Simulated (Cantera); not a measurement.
Input: 1 mol Cr, 1.6 mol H₂O, 17 mol N₂, 0.13 mol NH₃, at 0.0383 Torr.

Cantera equilibrium calculation (NASA polynomials, part measured and part estimated; ideal gas, pure solids and liquids). Candidate condensed phases: Cr, CrN, Cr₂N, Cr₂O₃, H₂O; 29 gas species. Equilibrium is a limit: real reactors are often held back by kinetics, nucleation or transport.

x: gas mole fraction; n: condensed amount in mol.

```csv
T (°C),x N₂,x H₂,x H₂O,x H,x Cr,x CrO,n Cr₂O₃(s)
1025,0.905,0.0898,0.00530,4.50e-5,2.64e-8,3.02e-10,0.500
1100,0.905,0.0898,0.00530,[?],[?],[?],0.500
1175,0.905,0.0897,0.00531,0.000386,6.45e-6,1.07e-7,0.500
1250,0.904,0.0892,0.00540,0.000967,6.47e-5,1.28e-6,0.499
1325,0.903,0.0880,0.00597,0.00221,0.000449,1.15e-5,0.496
1400,0.901,0.0844,0.00804,0.00463,0.00183,7.53e-5,0.482
1475,0.896,[?],[?],[?],[?],[?],0.451
1550,0.888,0.0658,0.0196,0.0156,0.00942,0.00152,0.393
1625,0.873,0.0504,0.0286,0.0246,0.0155,0.00526,0.286
1700,0.842,0.0337,0.0358,0.0347,0.0234,0.0163,0.0344
```

Question: Some entries are withheld; supply them.

Answer: 
- 1475, x H₂: 0.0773
- 1475, x H₂O: 0.0125
- 1475, x H: 0.00889
- 1475, x Cr: 0.00476
- 1475, x CrO: 0.000373
- 1100, x H: 0.000140
- 1100, x Cr: 4.83e-7
- 1100, x CrO: 6.71e-9
